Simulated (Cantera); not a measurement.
A perfectly stirred reactor is fed with CH4 : H2 : H = 0.022 : 1 : 0.0036 (molar parts), at 0.0257 atm; it is held at 1823 K, and followed from long to short residence time.

Model: GRI-Mech 3.0 (53 species, 325 reactions), integrated in Cantera. GRI-Mech 3.0 stops at C3 and has no aromatics, soot or wall deposition, so with more carbon than oxygen in the feed, carbon stays in small species such as C2H2 where larger ones or solid carbon would form. Radical loss at walls, strong at low pressure, is not modelled.

| quantity | before | after |
|---|---|---|
| x(CH4) at τ = 2.50 s | 0.00358 | 0.00351 |
| x(H2) at τ = 2.50 s | 0.985 | 0.985 |
| x(H) at τ = 2.50 s | 0.00254 | 0.00259 |
| x(C2H2) at τ = 2.50 s | 0.00866 | 0.00868 |
| x(C2H6) at τ = 2.50 s | 7.92e-8 | 7.81e-8 |
| x(CH4) at τ = 22.0 ms | 0.0176 | 0.0163 |
| x(H2) at τ = 22.0 ms | 0.978 | 0.978 |
| x(H) at τ = 22.0 ms | 0.00229 | 0.00292 |
| x(C2H2) at τ = 22.0 ms | 0.00144 | 0.00197 |
| x(C2H6) at τ = 22.0 ms | 1.69e-6 | 1.94e-6 |

Q: Name the change that produced these shifts.
A. temperature 1823 to 1975 K
B. temperature 1823 to 2150 K
C. H 0.0036 to 0.0063 parts
D. H2 1 to 0.14 parts

A: C, H 0.0036 to 0.0063 parts
